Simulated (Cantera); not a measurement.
Charge: 1 mol S, 0.054 mol H2, equilibrated at 1 atm.

Equilibrium computed with Cantera from the NASA thermochemical tables; the gas is ideal and each condensed phase is pure. Candidate condensed phases: S; 7 gas species. Kinetics and transport are ignored.

log p: log10 of the partial pressure in bar; nothing condenses.

```tsv
T (°C)	log p S2	log p S	log p H2S	log p H2	log p SH	log p H
1302	-0.04	-4.05	-1.15	-1.54	-2.46	-5.15
1402	-0.04	-3.62	-1.21	-1.42	-2.25	-4.65
1502	-0.04	…	…	…	…	…
1602	-0.04	-2.90	-1.37	-1.28	-1.94	-3.82
1702	-0.04	…	…	-1.24	…	…
1802	-0.05	-2.32	-1.55	-1.21	-1.71	-3.18
1902	-0.05	-2.06	-1.64	-1.20	-1.61	-2.91
2002	-0.05	-1.84	-1.73	-1.19	-1.53	-2.67
2102	-0.06	-1.63	-1.82	-1.19	-1.47	-2.45
2202	-0.07	-1.44	-1.92	-1.20	-1.41	-2.25
2302	-0.08	-1.26	-2.01	-1.22	-1.36	-2.07
2402	-0.09	-1.11	-2.11	-1.24	-1.33	-1.91
2502	-0.11	-0.96	-2.22	-1.27	-1.30	-1.76
```

Task: Fill in the missing entries.

Result: 
- 1502, log p S: -3.24
- 1502, log p H2S: -1.29
- 1502, log p H2: -1.34
- 1502, log p SH: -2.08
- 1502, log p H: -4.21
- 1702, log p S: -2.59
- 1702, log p H2S: -1.46
- 1702, log p SH: -1.81
- 1702, log p H: -3.48
